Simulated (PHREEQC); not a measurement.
1 kg of water meets 20 L of dry gas (O2 1 by moles) at fixed total pressure, at 80 °C; fugacities by Peng-Robinson. The gases take part in no redox reaction, some water evaporates into the gas, and hydrates or a liquid gas phase aren't modelled. No solid was allowed to form.

All values are PHREEQC results (ion-association model, phreeqc.dat), not measurements.

Question: Predict dissolved O2 (mol/kgw) at P (atm) = 20, 400.

Answer: 
```json
[
 {"P (atm)": "20", "dissolved O2 (mol/kgw)": "0.0148"},
 {"P (atm)": "400", "dissolved O2 (mol/kgw)": "0.192"}
]
```

At this temperature some constants are extrapolated from 25 °C, and those without enthalpy data are left unchanged.
